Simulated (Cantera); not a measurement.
## Thermodynamics of silicon nitride deposition, feed SiH2Cl2 + NH3

Input: 1 mol SiH2Cl2, 44 mol NH3, equilibrated at 1525 °C.

Equilibrium computed with Cantera from the NASA thermochemical tables; the gas is ideal and each condensed phase is pure. Candidate condensed phases: NH4Cl, Si, Si3N4; 28 gas species. The tables' values for SiCl, SiN are old estimates; treat these amounts as uncertain. Gases not in the tables: Si2H6 and higher silanes. The numbers say what is thermodynamically allowed, not how fast it happens.

At 5.00 Pa nothing is condensed. From 36.0 Pa to 1900 Pa the condensed part is Si(l). From 14000 Pa to 100000 Pa the condensed part is Si3N4(s). The main Si-bearing gas is Si at 5.00 Pa and SiCl2 at 100000 Pa. The share of Si in condensed phases is highest at 100000 Pa (98.0 %) and lowest at 5.00 Pa (0.0 %).

```tsv
P (Pa)	log p H2	log p N2	log p H	log p HCl	log p Si	log p SiCl2	log p Cl	n Si(l)	n Si3N4(s)
5	-4.46	-4.93	-5.68	-6.00	-6.29	-7.83	-7.34	0	0
36	-3.59	-4.06	-5.25	-5.18	-5.51	-6.28	-6.96	0.0112	0
260	-2.72	-3.20	-4.81	-4.31	-5.51	-5.40	-6.52	0.731	0
1900	-1.86	-2.33	-4.38	-3.44	-5.51	-4.54	-6.08	0.837	0
14000	-0.99	-1.48	-3.95	-2.53	-5.91	-3.99	-5.61	0	0.310
100000	-0.13	-0.62	-3.52	-1.66	-6.48	-3.66	-5.16	0	0.327
```
log p: log10 of the partial pressure in bar; n: condensed amount in mol.
